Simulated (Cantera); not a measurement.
# SiH2Cl2 + NO + N2 (silicon oxide and oxynitride deposition)

Charge: 1 mol SiH2Cl2, 27 mol NO, 26 mol N2, held at 1073 K and 0.120 bar.

Equilibrium computed with Cantera from the NASA thermochemical tables; the gas is ideal and each condensed phase is pure. Candidate condensed phases: H2O, NH4Cl, Si, SiO2, Si2N2O, Si3N4; 47 gas species. Equilibrium is a limit: real reactors are often held back by kinetics, nucleation or transport.

- x(N2): 0.733
- x(O2): 0.229
- x(HCl): 0.0270
- x(H2O): 0.00507
- x(Cl2): 0.00496
- x(Cl): 0.000219
- x(NO): 6.66e-5
- x(ClO): 1.88e-6
- n(SiO2(β-quartz)): 1.00 mol
- gas amount: 53.87 mol
- log10 activity of Si(s) (absent): -33.36
